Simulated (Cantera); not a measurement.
Input: 1 mol B2H6, 0.5 mol N2, 0.45 mol H2, 0.22 mol H2O, held at 14.0 Pa.

Method: chemical equilibrium by Gibbs-energy minimisation in Cantera with the NASA 1993 tables (ideal gas, pure condensed phases). Candidate condensed phases: B, BN, B2O3, B3O3H3, H2O; 39 gas species. The feed counts by its element totals alone. N2 is the only nitrogen source here; it is nearly inert below about 1500 K, so the nitride shown seldom forms there in practice. Mutual solubility and eutectic melting of coexisting phases are not modelled. Equilibrium is a limit: real reactors are often held back by kinetics, nucleation or transport.

Task: What share of the B ends up in condensed phases as a function of T (°C), at 1002, 1152, 1302, 1452, 1602, 1752, 1902, 2052?

Result: 
```json
[
 {"T (°C)": "1002", "B condensed (%)": "95.0", "as": "B(s) + BN(s) + B2O3(l)"},
 {"T (°C)": "1152", "B condensed (%)": "89.1", "as": "B(s) + BN(s)"},
 {"T (°C)": "1302", "B condensed (%)": "89.0", "as": "B(s) + BN(s)"},
 {"T (°C)": "1452", "B condensed (%)": "89.0", "as": "B(s) + BN(s)"},
 {"T (°C)": "1602", "B condensed (%)": "88.9", "as": "B(s)"},
 {"T (°C)": "1752", "B condensed (%)": "88.4", "as": "B(s)"},
 {"T (°C)": "1902", "B condensed (%)": "85.0", "as": "B(s)"},
 {"T (°C)": "2052", "B condensed (%)": "54.9", "as": "B(s)"}
]
```
